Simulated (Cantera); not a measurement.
Cantera with NASA thermochemical tables; ideal gases at 1 bar, condensed phases pure. Values are per mole of reaction as written; species without (g) are pure solids or liquids, kept so even where they would boil at 1 bar.

**Question.** Between 2350 and 2850 K, where is each reaction favourable under standard conditions?
- 2 SrO + 4 OH(g) = 2 Sr(OH)₂ + O₂(g)

**Answer.** 
- 2 SrO + 4 OH(g) = 2 Sr(OH)₂ + O₂(g): ΔG° is -82 kJ at 2350 K and 46 kJ at 2850 K; it changes sign between 2650 and 2750 K. ΔH° is -663 kJ and ΔS° -249 J/K at 2850 K.
